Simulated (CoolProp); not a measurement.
A single-stage vapour-compression cycle with n-perfluorobutane: evaporating at 311.15 K (dew point), condensing at 342.15 K (bubble point), superheat 8 K, subcooling 8 K, compressor efficiency 0.9, no pressure losses. Each further row changes one setting.

Values from CoolProp's reference Helmholtz-energy equation of state, Gao 2022.

| case | cooling COP | pressure ratio | discharge temperature (K) | refrigerating effect (kJ/kg) | volumetric capacity (kJ/m³) |
|---|---|---|---|---|---|
| as stated | 7.55 | 2.26 | 342.2 | 62.8 | 2540 |
| evaporating temperature 316.15 K | 9.61 | 1.95 | 342.2 | 66.7 | 3110 |
| condensing temperature 337.15 K | 9.56 | 2.00 | 337.2 | 68.9 | 2790 |
| subcooling 13 K | 8.28 | 2.26 | 342.2 | 68.9 | 2790 |
| superheat 18 K | 8.09 | 2.26 | 345.2 | 72.1 | 2790 |
| compressor efficiency 0.8 | 6.71 | 2.26 | 342.2 | 62.8 | 2540 |

The compression ends wet for: as stated; evaporating temperature 316.15 K; condensing temperature 337.15 K; subcooling 13 K; compressor efficiency 0.8.
